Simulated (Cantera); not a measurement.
Feed: 1 mol Si₂H₆, 0.049 mol Cl₂, 38 mol H₂, equilibrated at 852 °C and 100 Torr.

Cantera equilibrium calculation (NASA polynomials, part measured and part estimated; ideal gas, pure solids and liquids). Candidate condensed phases: Si; 19 gas species. The feed counts by its element totals alone. Rates play no part.

Base state: H₂ 0.998, HCl 0.00234, SiCl₂ 1.17e-5 (mole fractions); condensed: Si(s).

Task: What changes in the equilibrium state with this change: Cl₂ from 0.049 to 0.6 mol?

Result: 
| species | before | after |
|---|---|---|
| H₂ | 0.998 | 0.979 |
| HCl | 0.00234 | 0.0172 |
| SiCl₄ | 4.40e-7 | 0.00134 |
| SiCl₃ | 6.46e-7 | 0.000264 |
| SiHCl₃ | 3.26e-6 | 0.00132 |
| SiCl₂ | 1.17e-5 | 0.000643 |
| Si(s), mol | 2.00 | 1.85 |
The tables' values for SiCl₃ are old estimates; treat these amounts as uncertain.
